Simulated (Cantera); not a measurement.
Charge: 1 mol SiC, 0.0021 mol H2O, 7.4 mol N2, equilibrated at 1.60 bar.

These are equilibrium values from Cantera (NASA tables, ideal gas, pure condensed phases), not measurements of a reactor. Candidate condensed phases: C, C6H6, C7H8, C8H18, H2O, Si, SiC, SiO2, Si2N2O, Si3N4; 151 gas species. N2 is the only nitrogen source here; it is nearly inert below about 1500 K, so the nitride shown seldom forms there in practice. Mutual solubility and eutectic melting of coexisting phases are not modelled. Kinetics and transport are ignored.

Task: Which condensed phases are stable at each of these points (T (K)): 975, 1075, 1175, 1275, 1375, 1475, 1575, 1675, 1775, 1875, 1975, 2075, 2175?

Result: 
| T (K) | condensed phases | Si condensed (%) |
|---|---|---|
| 975 | C(graphite) + Si2N2O(s) + Si3N4(s) | 100.0 |
| 1075 | C(graphite) + Si2N2O(s) + Si3N4(s) | 100.0 |
| 1175 | C(graphite) + Si2N2O(s) + Si3N4(s) | 100.0 |
| 1275 | C(graphite) + Si2N2O(s) + Si3N4(s) | 100.0 |
| 1375 | C(graphite) + Si2N2O(s) + Si3N4(s) | 100.0 |
| 1475 | C(graphite) + Si2N2O(s) + Si3N4(s) | 100.0 |
| 1575 | C(graphite) + Si2N2O(s) + Si3N4(s) | 100.0 |
| 1675 | C(graphite) + Si3N4(s) | 100.0 |
| 1775 | SiC(s) + Si3N4(s) | 100.0 |
| 1875 | SiC(s) + Si3N4(s) | 100.0 |
| 1975 | SiC(s) + Si3N4(s) | 100.0 |
| 2075 | SiC(s) + Si3N4(s) | 99.9 |
| 2175 | SiC(s) | 99.8 |

From 975 K to 1575 K the condensed part is C(graphite) + Si2N2O(s) + Si3N4(s). At 1675 K the condensed part is C(graphite) + Si3N4(s). From 1775 K to 2075 K the condensed part is SiC(s) + Si3N4(s). At 2175 K the condensed part is SiC(s).
